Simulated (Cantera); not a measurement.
A freely propagating, adiabatic, planar premixed flame of H₂ : O₂ : N₂ = 1 : 0.794 : 2.98 (molar parts), unburnt at 700 K and 5.00 bar; mixture-averaged transport, grid criteria slope 0.08 and curve 0.16, no radiation.

Detailed kinetics in Cantera: the H2/O2 subset of GRI-Mech 3.0, which has no nitrogen chemistry. The hydrogen kinetics of GRI-Mech 3.0 are dated; newer H2 mechanisms differ, most at raised pressure. Burning velocities carry a grid error of a few per cent, more on coarse grids. Lean hydrogen flames are cellular in practice and burn faster than this planar one.

Question: What does this change do: H2 1 to 1.3 parts?

Answer: 
| quantity | before | after |
|---|---|---|
| laminar burning velocity | 495 cm/s | 781 cm/s |
| thermal thickness | 0.0604 mm | 0.0612 mm |
| peak x(H) | 0.0115 | 0.0253 |
| peak x(HO₂) | 0.000759 | 0.000802 |
| peak x(OH) | 0.0128 | 0.0186 |

Question: What does this change do: inlet temperature 700 to 498 K?

Answer: 
```tsv
quantity	before	after
laminar burning velocity	495 cm/s	161 cm/s
thermal thickness	0.0604 mm	0.0643 mm
peak x(H)	0.0115	0.00470
peak x(HO₂)	0.000759	0.000788
peak x(OH)	0.0128	0.00796
```

Question: What does this change do: inlet temperature 700 to 500 K?

Answer: 
```csv
quantity,before,after
laminar burning velocity,495 cm/s,163 cm/s
thermal thickness,0.0604 mm,0.0642 mm
peak x(H),0.0115,0.00475
peak x(HO₂),0.000759,0.000789
peak x(OH),0.0128,0.00801
```
